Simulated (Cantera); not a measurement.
A Cantera script and what it prints.

```python
import numpy as np
import cantera as ct

gas_names = """
    Fe FeO O O2 O3
""".split()
cond_names = """
    Fe(a) Fe(c) Fe(d) Fe(L) FeO(s) FeO(L) Fe2O3(s) Fe3O4(s)
""".split()


# ... load() reads the species with a 1 bar reference pressure and builds the phases ...
atoms = {
    'Fe2O3': {'Fe': 2, 'O': 3},
    'O2': {'O': 2},
}
top_T = {'Fe2O3(s)': 1830, 'Fe3O4(s)': 1870}  # K; cautious upper limits of use, not melting points


# ... equilibrate(T, P, feed) seeds the gas with the atoms and calls Mixture.equilibrate('TP', solver="vcs", rtol=1e-11, max_steps=5000) ...
results = []
feed = {'Fe2O3': 1, 'O2': 0.85}  # mol
P = 100000  # Pa
for T in [773, 848, 923, 998, 1073, 1148, 1223, 1298, 1373, 1448, 1523, 1598, 1673, 1748]:
    mix = equilibrate(T, P, feed)
    results.append((T, P, feed, dict(zip(mix.species_names, mix.species_moles))))

top = {s: max(r[3][s] / sum(r[3][g] for g in gas_names) for r in results) for s in gas_names}
cols = sorted((s for s in top if top[s] > 1e-06), key=lambda s: -top[s])[:9]
seen = [c for c in cond_names if any(r[3].get(c, 0) > 1e-12 for r in results)]
print("log10 of partial pressures in bar; condensed amounts in mol")
print(f"{'T/K':>10s}" + "".join(f"{s[:9]:>10s}" for s in cols + seen))
for T, P, feed, n in results:
    ng = sum(n[g] for g in gas_names)
    print(f"{T:10.4g}" + "".join(f"{np.log10(max(n[s] / ng * P / 1e5, 1e-99)):10.3f}" for s in cols)
          + "".join(f"{n.get(c, 0):10.4g}" for c in seen))
```

Output:

```
log10 of partial pressures in bar; condensed amounts in mol
       T/K        O2         O  Fe2O3(s)  Fe3O4(s)
       773    -0.000   -13.672         1         0
       848    -0.000   -12.167         1         0
       923    -0.000   -10.904         1         0
       998    -0.000    -9.830         1         0
      1073    -0.000    -8.905         1         0
      1148    -0.000    -8.100         1         0
      1223    -0.000    -7.394         1         0
      1298    -0.000    -6.768         1         0
      1373    -0.000    -6.210         1         0
      1448    -0.000    -5.710         1         0
      1523    -0.000    -5.258         1         0
      1598    -0.000    -4.849         1         0
      1673    -0.000    -4.476         1         0
      1748    -0.000    -4.135         0    0.6667
```

Equilibrium computed with Cantera from the NASA thermochemical tables; the gas is ideal and each condensed phase is pure.
